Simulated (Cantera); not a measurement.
Input: 1 mol SiO2, 4.1 mol Cl2, at 1898 K and 0.0110 bar.

Cantera equilibrium calculation (NASA polynomials, part measured and part estimated; ideal gas, pure solids and liquids). Candidate condensed phases: Si, SiO2; 15 gas species. The tables' values for SiCl3 are old estimates; treat these amounts as uncertain. The tables hold silica as quartz up to 1696 K and as liquid above; real silica turns to tridymite and cristobalite and melts near 1996 K. The numbers say what is thermodynamically allowed, not how fast it happens.

Q: What is the equilibrium state?

A: 
```json
{
  "x(Cl)": "0.957",
  "x(Cl2)": "0.0421",
  "x(O2)": "0.000285",
  "x(SiCl4)": "0.000244",
  "x(SiO)": "8.79e-5",
  "x(O)": "4.73e-5",
  "x(SiCl3)": "3.01e-5",
  "x(ClO)": "2.77e-5",
  "x(SiCl2)": "5.01e-6",
  "n(SiO2(condensed))": "0.997 mol",
  "gas_amount": "7.866 mol",
  "log10 activity of Si(l) (absent)": "-10.19"
}
```
